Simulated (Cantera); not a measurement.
Cantera with NASA thermochemical tables; ideal gases at 1 bar, condensed phases pure. Values are per mole of reaction as written; species without (g) are pure solids or liquids, kept so even where they would boil at 1 bar.

2 Na(g) + I2 ⇌ 2 NaI

```
T (K)  ΔH° (kJ)  ΔS° (J/K)  ΔG° (kJ)  log10 K
-----  --------  ---------  --------  -------
473           ?          ?         ?        ?
498           ?          ?         ?        ?
523      -807.0     -269.0    -666.4    66.55
548      -807.3     -269.4    -659.6    62.87
573           ?          ?         ?        ?
598      -807.7     -270.2    -646.1    56.44
```

Question: Complete the blanks.

Answer: 
- 473, ΔH° (kJ): -806.5
- 473, ΔS° (J/K): -267.8
- 473, ΔG° (kJ): -679.8
- 473, log10 K: 75.07
- 498, ΔH° (kJ): -806.8
- 498, ΔS° (J/K): -268.4
- 498, ΔG° (kJ): -673.1
- 498, log10 K: 70.60
- 573, ΔH° (kJ): -807.5
- 573, ΔS° (J/K): -269.9
- 573, ΔG° (kJ): -652.9
- 573, log10 K: 59.52
